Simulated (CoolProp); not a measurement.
A Linde-Hampson liquefier for carbon monoxide: isothermal reversible compression at 300 K from 1 atm to 10 MPa, throttling to 1 atm, return gas leaving the recuperator 5 K below the feed. Each further row changes one setting.

Model: reference Helmholtz-energy equation of state, Lemmon 2006, in CoolProp. It is a short technical equation, of lower accuracy than the large ones.

```tsv
case	liquid yield per pass	compression work (kJ/kg of gas)
as stated	0.040	407
high pressure 20 MPa	0.074	470
warm-end temperature 330 K	0.027	450
warm-end gap 10 K	0.028	407
```
